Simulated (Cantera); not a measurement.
An isothermal plug-flow reactor at 923 K and 1.00 atm (inlet), inlet velocity 0.14 m/s, active area per volume 220 1/m; feed 0.739 % CH4, 3.09 % O2, 87.1 % N2, 9.04 % H2O.

Cantera simulation using Deutschmann's 1995 Pt surface mechanism with GRI-Mech 3.0 gas chemistry; the numbers are that mechanism's predictions, not measurements. Catalytic surfaces can have several steady states; this one follows from the mechanism file's or the stated starting coverage. Mass transfer to the wall is taken as infinitely fast.

One state of this run: x CH4 = 0.00713; x O2 = 0.0304; x H2O = 0.0909; x CO2 = 0.000251; x CO = 2.74e-6; θ free Pt = 0.172; θ O* = 0.821; θ OH* = 0.00688. x: gas mole fraction; θ: surface coverage.

Task: Which value of z (m) does it belong to?
A) 0.0026
B) 8.2e-05
C) 0.00046
D) 0.0046

Result: C, 0.00046
